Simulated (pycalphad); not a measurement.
Computed with pycalphad from the COST 507 light-alloy database (1999), at 1 atm. The database dates from 1999; later assessments differ in places, in temperatures and in the compounds included. Phase fractions are per mole of atoms.

### Question
Give the equilibrium state of Mn-2.48Si-79.1Al (at.%) at 750 K.

### Answer
```
T = 750.00 K, P = 101325 Pa, N = 1 mol of atoms
G = -43807 J/mol, H = -9694 J/mol, S = 45.48 J/(mol K)  (SER reference)
chemical potentials (J/mol): Mn -102972, Si -59268, Al -29544
phase             fraction      x(Mn)      x(Si)      x(Al)
AL6MN               0.4042     0.1429       none     0.8571
ALMNSI_BETA         0.4017     0.2308     0.0391     0.7301
ALMNSI_ALPHA        0.1940     0.1739     0.0469     0.7792
```

### Question
Give the equilibrium state of Mn-2.48Si-79.1Al (at.%) at 1050 K.

### Answer
ALMNSI_BETA, fraction 0.514, with 4.6 Si, 72.3 Al at.%; AL4MN, fraction 0.286, with no Si, 80.0 Al at.%; liquid, fraction 0.200, with 0.50 Si, 95.3 Al at.%.

Database names, with the compositions (at.%) that they take in these runs: ALMNSI_BETA: Al 72 Mn 23 Si 4; AL4MN: Al 80 Mn 20; AL6MN: Al 86 Mn 14; ALMNSI_ALPHA: Al 77 Mn 17 Si 4-6. An entry "none" or "no" means that the model of the phase leaves that element out.
